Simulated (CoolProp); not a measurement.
The fluid at 298.15 K and 0.0356 MPa expands adiabatically to 0.00307 MPa with isentropic efficiency 1. The same conditions are run with several fluids, on thermodynamics alone (safety and materials aside).

Values from CoolProp's reference Helmholtz-energy equation of state of each fluid (cyclopentane: Gedanitz 2015; R21: Platzer 1990; ethane: Bücker 2006; R236FA: Pan 2012). The equations of Platzer and Polt are older, rougher fits.

```json
[
 {"fluid": "cyclopentane", "work (kJ/kg)": "76.1", "final temperature (K)": "[?]", "final phase": "two-phase, vapour fraction 0.952", "final density (kg/m³)": "0.111"},
 {"fluid": "R21", "work (kJ/kg)": "49.5", "final temperature (K)": "216.0", "final phase": "two-phase, vapour fraction 0.982", "final density (kg/m³)": "[?]"},
 {"fluid": "ethane", "work (kJ/kg)": "[?]", "final temperature (K)": "191.9", "final phase": "gas", "final density (kg/m³)": "[?]"},
 {"fluid": "R236FA", "work (kJ/kg)": "36.5", "final temperature (K)": "250.6", "final phase": "gas", "final density (kg/m³)": "[?]"}
]
```

### Question
Complete the blanks.

### Answer

- cyclopentane, final temperature (K): 245.2
- R21, final density (kg/m³): 0.180
- ethane, work (kJ/kg): 165
- ethane, final density (kg/m³): 0.0579
- R236FA, final density (kg/m³): 0.224
